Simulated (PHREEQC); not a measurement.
## Alkaline etch or developer (model solution)

Solution (25 °C): 0.86 mol NaOH and 0.0054 mol CO2 per kg of water. Closed to the air; pH follows from the charge balance.

Computed with PHREEQC (ion-association model, phreeqc.dat).

Precipitation was switched off in this run.

Question: Predict the pH, activity of water.

Answer: pH 13.71; activity of water 0.971.

Question: In which forms is C present?

Answer: NaCO3- 74 %, CO3-2 26 % of the C.

The ionic strength is past about 0.7 mol/kgw, beyond the range of this activity model, so the values are rough.
